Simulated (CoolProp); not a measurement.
Vapour-liquid equilibrium of toluene (1) + ethylbenzene (2) at 471.6 K; x and y are mole fractions of (1).

The numbers come from the multi-fluid Helmholtz-energy mixture model, Lemmon 2006 and Zhou 2012; pair parameters Bell 2016 in CoolProp.

| x | bubble pressure (bar) | y at the bubble point | dew pressure at overall composition x (bar) | liquid density (mol/L) |
|---|---|---|---|---|
| 0.05 | 4.344 | 0.079 | 4.288 | 6.574 |
| 0.15 | 4.640 | 0.220 | 4.490 | 6.651 |
| 0.25 | (withheld) | 0.345 | 4.707 | 6.730 |
| 0.35 | 5.216 | 0.458 | 4.941 | 6.812 |
| 0.45 | 5.508 | (withheld) | 5.195 | 6.895 |
| 0.55 | (withheld) | 0.657 | 5.474 | 6.979 |
| 0.65 | 6.116 | 0.746 | 5.783 | 7.064 |
| 0.75 | 6.437 | 0.827 | 6.132 | 7.150 |
| 0.85 | 6.772 | 0.902 | 6.535 | 7.236 |
| 0.95 | (withheld) | 0.969 | 7.016 | 7.320 |

Q: Some entries are withheld; supply them.

A: 
- 0.25, bubble pressure (bar): 4.929
- 0.45, y at the bubble point: 0.561
- 0.55, bubble pressure (bar): 5.806
- 0.95, bubble pressure (bar): 7.119

No azeotrope shows between x = 0.05 and 0.95.

The pair parameters rest on a limited set of measurements; away from them the model extrapolates.
